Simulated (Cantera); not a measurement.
Charge: 1 mol Si2Cl6, 86 mol N2.

Cantera equilibrium calculation (NASA polynomials, part measured and part estimated; ideal gas, pure solids and liquids). Candidate condensed phases: Si, Si3N4; 13 gas species. The feed counts by its element totals alone. N2 is the only nitrogen source here; it is nearly inert below about 1500 K, so the nitride shown seldom forms there in practice. The tables' values for SiCl3 are old estimates. Equilibrium is a limit: real reactors are often held back by kinetics, nucleation or transport.

Stable condensed phases, one row left out:

```
T in K \ P in Pa
              5     15     45    140    410   1200   3700  11000  33000 100000
   1848       A      A      A      A      A      A      A      A      A      A
   1798       A      A      A      A      A      A      A      A      A      A
   1748       A      A      A      A      A      A      A      A      A      A
   1698       A      A      A      A      A      A      A      A      A      A
   1648       A      A      A      A      A      A      A      A      A      A
   1598       A      A      A      A      A      A      A      A      A      B
   1498       A      A      A      A      A      A      A      B      B      B
   1448       A      A      A      A      A      A      A      B      B      B
```

A: gas only; B: Si3N4.

Problem. Give the row for 1548 K.

Solution. 5: gas only; 15: gas only; 45: gas only; 140: gas only; 410: gas only; 1200: gas only; 3700: gas only; 11000: gas only; 33000: Si3N4; 100000: Si3N4.
